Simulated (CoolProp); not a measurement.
Saturation properties of octamethylcyclotetrasiloxane (D4) (Tc = 586.5 K, pc = 1347 kPa, ω = 0.598).

Computed with CoolProp (reference Helmholtz-energy equation of state, Thol 2015).

```json
[
 {"T (K)": "463.9", "p (kPa)": "(withheld)", "vapour density (kg/m³)": "(withheld)"},
 {"T (K)": "468.4", "p (kPa)": "162.1", "vapour density (kg/m³)": "13.85"},
 {"T (K)": "472.8", "p (kPa)": "(withheld)", "vapour density (kg/m³)": "(withheld)"},
 {"T (K)": "477.2", "p (kPa)": "197.3", "vapour density (kg/m³)": "16.86"},
 {"T (K)": "481.7", "p (kPa)": "217.4", "vapour density (kg/m³)": "18.60"},
 {"T (K)": "486.1", "p (kPa)": "238.5", "vapour density (kg/m³)": "20.45"},
 {"T (K)": "490.6", "p (kPa)": "(withheld)", "vapour density (kg/m³)": "22.50"},
 {"T (K)": "495", "p (kPa)": "286.1", "vapour density (kg/m³)": "(withheld)"},
 {"T (K)": "499.5", "p (kPa)": "312.8", "vapour density (kg/m³)": "(withheld)"}
]
```

Fill in the missing entries.


- 463.9, p (kPa): 146.1
- 463.9, vapour density (kg/m³): 12.49
- 472.8, p (kPa): 179.0
- 472.8, vapour density (kg/m³): 15.29
- 490.6, p (kPa): 261.8
- 495, vapour density (kg/m³): 24.68
- 499.5, vapour density (kg/m³): 27.10

It boils at 448.9 K under 1 atm.
